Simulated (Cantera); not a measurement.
A closed system holds: 1 mol SiF4, 0.7 mol NO, 190 mol N2, at 7.90e-5 bar.

Cantera equilibrium calculation (NASA polynomials, part measured and part estimated; ideal gas, pure solids and liquids). Candidate condensed phases: Si, SiO2, Si2N2O, Si3N4; 28 gas species. The tables hold silica as quartz up to 1696 K and as liquid above; real silica turns to tridymite and cristobalite and melts near 1996 K. Kinetics and transport are ignored. All values below are at 1177 °C.

Base state: N2 0.993, SiF4 0.00522, O2 0.00177, NO 9.80e-5 (mole fractions); condensed: SiO2(β-quartz).

**Question.** What changes in the equilibrium state with this change: SiF4 replaced by TEOS?

**Answer.** 
| species | before | after |
|---|---|---|
| N2 | 0.993 | 0.928 |
| H2 | 0 | 0.0486 |
| CO | 0 | 0.0229 |
| SiO | 1.23e-8 | 3.61e-5 |
| SiF4 | 0.00522 | 0 |
| O2 | 0.00177 | <1e-9 |
| SiO2(β-quartz), mol | 5.71e-5 | 0 |
| C(graphite), mol | 0 | 2.28 |
| SiC(s), mol | 0 | 0.993 |
The feed counts by its element totals alone. Further candidate phases: C, C6H6, C7H8, C8H18, H2O, SiC.

**Question.** What changes in the equilibrium state with this change: NO from 0.7 to 1.9 mol?

**Answer.** 
| species | before | after |
|---|---|---|
| N2 | 0.993 | 0.990 |
| SiF4 | 0.00522 | 0.00518 |
| O2 | 0.00177 | 0.00484 |
| NO | 9.80e-5 | 0.000162 |
| O | 9.51e-6 | 1.57e-5 |
| SiO2(β-quartz), mol | 5.71e-5 | 9.75e-5 |
